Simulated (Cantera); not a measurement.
Mixture: C₃H₈ : O₂ : N₂ = 1 : 6.17 : 23.2 (molar parts), at 1130 Torr, adiabatic and at constant volume. Ignition delay is the time to a rise of 400 K.

Model: GRI-Mech 3.0 (53 species, 325 reactions), integrated in Cantera. GRI-Mech 3.0 was tuned for natural gas; its chemistry of propane as a main component is partial and can be far from experiment. Where the delays flatten at high temperature, the 400 K rule measures the pace of heat release, not the induction time.

Predict: delay at 1298 K; delay at 1498 K; delay at 1698 K; delay at 1898 K; delay at 2098 K; apparent activation energy between 1998 and 2198 K.


```
Property                                                Value
--------------------------------------------------  ---------
delay at 1298 K                                      0.763 ms
delay at 1498 K                                       54.8 µs
delay at 1698 K                                       12.5 µs
delay at 1898 K                                       5.35 µs
delay at 2098 K                                       3.12 µs
apparent activation energy between 1998 and 2198 K  81 kJ/mol
```
